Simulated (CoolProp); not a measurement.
R245fa at 293.15 K and 0.557 MPa flows at 0.93 m/s in a round tube of 4.6 mm bore and 15 µm roughness, fully developed (64/Re and Nu = 3.66 if laminar; Colebrook and Gnielinski if turbulent). Each further row changes one setting.

Values from CoolProp's reference Helmholtz-energy equation of state, Akasaka 2015.

```csv
case,Reynolds number,Darcy friction factor,pressure drop (Pa/m),heat-transfer coefficient (W/(m² K)),mass flow (kg/h)
as stated,13700,0.0336,4280,2240,75.3
velocity 1.86 m/s,27500,0.0307,15600,4380,151
diameter 9.2 mm,27500,0.0277,1760,2040,301
```

Viscosity comes from a separate model (Bell 2016), an estimate that may be off by 10 % or more. Thermal conductivity comes from a separate model (Huber 2003), an estimate that may be off by 10 % or more.
